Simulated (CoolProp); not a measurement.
Vapour-liquid equilibrium of R134a (1) + R152A (2) at 205.4 K; x and y are mole fractions of (1).

The numbers come from the multi-fluid Helmholtz-energy mixture model, Tillner-Roth 1994 and Outcalt 1996; pair parameters Lemmon 2004 in CoolProp.

### Question
Give the bubble pressure and the first vapour's composition at x = 0.275, 0.725, 0.95. Is there an azeotrope?

### Answer
x = 0.275: 0.08468 bar, y = 0.254; x = 0.725: 0.08698 bar, y = 0.764; x = 0.95: 0.09243 bar, y = 0.964. y crosses x between x = 0.35 and 0.425: the model has an azeotrope there.

The pair parameters rest on a limited set of measurements; away from them the model extrapolates.
